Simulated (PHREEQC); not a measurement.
0.46 g of hydrous ferric oxide (600 m²/g; 0.2 weak and 0.005 strong sites per Fe, Dzombak-Morel constants, diffuse double layer) in 1 kg of water with 0.3 mol/kgw of an inert sodium salt and 0.15 mmol/kgw Na2HAsO4 and 0.14 mmol/kgw NiCl2, at 25 °C; the pH is set by adding NaOH or the inert anion's acid. Oxygen alone is held at its pressure in air (log pO2 = -0.68). CO2 from the air is kept out. Nothing may precipitate in this run.

Base run: PHREEQC, ion-association model, wateq4f.dat. Each further column changes one thing. The table gives As sorbed (%).

```json
[
 {"pH": "4", "base": "100.0", "no electrostatic term (-no_edl)": "99.0", "background salt from 0.3 to 0.03 mol/kgw": "100.0", "oxide from 0.46 to 2.3 g/kgw": "100.0", "0.00024 mol/kgw CaCl2 added": "100.0"},
 {"pH": "4.5", "base": "100.0", "no electrostatic term (-no_edl)": "99.1", "background salt from 0.3 to 0.03 mol/kgw": "100.0", "oxide from 0.46 to 2.3 g/kgw": "100.0", "0.00024 mol/kgw CaCl2 added": "100.0"},
 {"pH": "5.5", "base": "100.0", "no electrostatic term (-no_edl)": "[?]", "background salt from 0.3 to 0.03 mol/kgw": "100.0", "oxide from 0.46 to 2.3 g/kgw": "100.0", "0.00024 mol/kgw CaCl2 added": "100.0"},
 {"pH": "6", "base": "100.0", "no electrostatic term (-no_edl)": "99.5", "background salt from 0.3 to 0.03 mol/kgw": "100.0", "oxide from 0.46 to 2.3 g/kgw": "100.0", "0.00024 mol/kgw CaCl2 added": "100.0"},
 {"pH": "6.5", "base": "100.0", "no electrostatic term (-no_edl)": "99.6", "background salt from 0.3 to 0.03 mol/kgw": "100.0", "oxide from 0.46 to 2.3 g/kgw": "100.0", "0.00024 mol/kgw CaCl2 added": "100.0"},
 {"pH": "7.5", "base": "99.9", "no electrostatic term (-no_edl)": "99.8", "background salt from 0.3 to 0.03 mol/kgw": "99.9", "oxide from 0.46 to 2.3 g/kgw": "100.0", "0.00024 mol/kgw CaCl2 added": "99.9"},
 {"pH": "8", "base": "99.5", "no electrostatic term (-no_edl)": "99.9", "background salt from 0.3 to 0.03 mol/kgw": "99.6", "oxide from 0.46 to 2.3 g/kgw": "100.0", "0.00024 mol/kgw CaCl2 added": "99.5"},
 {"pH": "8.5", "base": "98.1", "no electrostatic term (-no_edl)": "100.0", "background salt from 0.3 to 0.03 mol/kgw": "[?]", "oxide from 0.46 to 2.3 g/kgw": "100.0", "0.00024 mol/kgw CaCl2 added": "98.7"},
 {"pH": "9.5", "base": "91.6", "no electrostatic term (-no_edl)": "100.0", "background salt from 0.3 to 0.03 mol/kgw": "[?]", "oxide from 0.46 to 2.3 g/kgw": "99.6", "0.00024 mol/kgw CaCl2 added": "97.8"},
 {"pH": "10", "base": "86.5", "no electrostatic term (-no_edl)": "100.0", "background salt from 0.3 to 0.03 mol/kgw": "63.1", "oxide from 0.46 to 2.3 g/kgw": "[?]", "0.00024 mol/kgw CaCl2 added": "96.5"},
 {"pH": "10.5", "base": "77.8", "no electrostatic term (-no_edl)": "100.0", "background salt from 0.3 to 0.03 mol/kgw": "48.0", "oxide from 0.46 to 2.3 g/kgw": "96.6", "0.00024 mol/kgw CaCl2 added": "93.2"},
 {"pH": "11.5", "base": "41.3", "no electrostatic term (-no_edl)": "100.0", "background salt from 0.3 to 0.03 mol/kgw": "[?]", "oxide from 0.46 to 2.3 g/kgw": "72.4", "0.00024 mol/kgw CaCl2 added": "74.1"},
 {"pH": "12", "base": "20.9", "no electrostatic term (-no_edl)": "99.9", "background salt from 0.3 to 0.03 mol/kgw": "3.9", "oxide from 0.46 to 2.3 g/kgw": "44.3", "0.00024 mol/kgw CaCl2 added": "50.2"}
]
```

**Question.** Fill in the missing entries.

**Answer.** 
- 5.5, no electrostatic term (-no_edl): 99.2
- 8.5, background salt from 0.3 to 0.03 mol/kgw: 97.4
- 9.5, background salt from 0.3 to 0.03 mol/kgw: 76.8
- 10, oxide from 0.46 to 2.3 g/kgw: 98.8
- 11.5, background salt from 0.3 to 0.03 mol/kgw: 12.8

In at least one series the solution becomes supersaturated in solids that the run did not let form, among them Ni(OH)2. The database has no arsenate complexes of Ni. The database has no arsenate complexes of Ni, Ca.
